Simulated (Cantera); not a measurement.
Mixture: 9.34 % CH4, 0.532 % C2H6, 0.392 % C3H8, 14.1 % O2, 52.9 % N2, 18.7 % CO2, 4.11 % H2O, at 1.01 bar, adiabatic and at constant pressure. Ignition delay is the time to a rise of 400 K.

Computed with Cantera and GRI-Mech 3.0 (53 species, 325 reactions).

**Question.** Predict: delay at 1275 K; delay at 1425 K; delay at 1575 K; delay at 1725 K; delay at 1875 K; apparent activation energy between 1800 and 1950 K.

**Answer.** 
- delay at 1275 K = 5.52 ms
- delay at 1425 K = 0.904 ms
- delay at 1575 K = 0.220 ms
- delay at 1725 K = 76.7 µs
- delay at 1875 K = 35.9 µs
- apparent activation energy between 1800 and 1950 K = 130 kJ/mol
